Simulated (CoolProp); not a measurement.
Saturation properties of R1132(E) (Tc = 75.7 °C, pc = 5.174 MPa, ω = 0.245).

Values from CoolProp's reference Helmholtz-energy equation of state, Akasaka 2024.

```csv
T (°C),p (MPa),liquid density (kg/m³),enthalpy of vaporisation (kJ/kg),liquid cp (kJ/(kg K))
-17.25,0.4588,1053,___,1.688
-14.15,0.5121,1044,___,1.696
-10.95,0.5718,1035,___,1.705
-7.75,0.6366,1026,260.8,___
-4.55,0.7068,1016,256.9,1.728
-1.35,0.7826,1006,252.9,1.741
1.85,0.8642,___,___,1.755
5.05,0.9521,986.4,244.5,1.771
8.25,1.046,976.0,240.1,1.789
11.45,1.148,965.3,235.6,___
14.65,___,954.3,230.9,1.830
17.85,1.371,943.1,226.1,1.855
```

Task: Fill in the missing entries.

Result: 
- -17.25, enthalpy of vaporisation (kJ/kg): 272.0
- -14.15, enthalpy of vaporisation (kJ/kg): 268.4
- -10.95, enthalpy of vaporisation (kJ/kg): 264.7
- -7.75, liquid cp (kJ/(kg K)): 1.716
- 1.85, liquid density (kg/m³): 996.5
- 1.85, enthalpy of vaporisation (kJ/kg): 248.7
- 11.45, liquid cp (kJ/(kg K)): 1.808
- 14.65, p (MPa): 1.256
